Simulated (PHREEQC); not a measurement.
Consider water at 20 °C with 0.02 mol CuCl2, 0.0037 mol HNO3 and 0.0037 mol H3BO3 per kg of water. Closed to the air; pH follows from the charge balance.

Model: ion-association model, phreeqc.dat, run in PHREEQC.

```
quantity                    before    after
------------------------  --------  -------
pH                            2.50     2.51
ionic strength (mol/kgw)    0.0622   0.0509
H2BO3- (mol/kgw)          7.76e-10  2.17e-9
```

Task: Name the change that produced these shifts.
A. 0.0092 mol/kgw H2SO4 added
B. CuCl2 replaced by KCl at the same molality
C. temperature from 20 to 10 °C
D. temperature from 20 to 85 °C
E. HNO3 from 0.0037 to 0.0185 mol/kgw

Result: D, temperature from 20 to 85 °C

Precipitation was switched off in this run. Constants without temperature data keep their 25 °C values here.
